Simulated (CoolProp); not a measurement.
n-pentane along the isotherm 236.55 °C: density (kg/m³) from the reference equation and from simpler models built on Tc = 196.5 °C, pc = 3368 kPa, ω = 0.251; each cubic takes its own stable root.

Computed with CoolProp (reference Helmholtz-energy equation of state, Thol 2019).

```
p (kPa)          phase  reference  Soave-Redlich-Kwong  Peng-Robinson
-------  -------------  ---------  -------------------  -------------
2410               gas      51.95                51.68          53.17
4810     supercritical      169.3                156.9              ?
7220     supercritical      322.7                273.3          296.8
9620     supercritical          ?                    ?          354.3
12000    supercritical      398.7                354.0          389.7
14400    supercritical      417.9                376.9          415.9
16800    supercritical      432.9                395.1          436.6
19200    supercritical      445.3                    ?          453.8
21600    supercritical      455.8                423.2          468.4
24100    supercritical      465.3                435.0          481.7
26500    supercritical      473.5                445.1          492.9
28900    supercritical      480.8                454.1          503.0
31300    supercritical      487.6                462.3          512.1
33700    supercritical      493.8                469.8              ?
```

### Question
Fill in the missing entries.

### Answer

- 4810, Peng-Robinson: 166.4
- 9620, reference: 371.6
- 9620, Soave-Redlich-Kwong: 323.1
- 19200, Soave-Redlich-Kwong: 410.3
- 33700, Peng-Robinson: 520.5
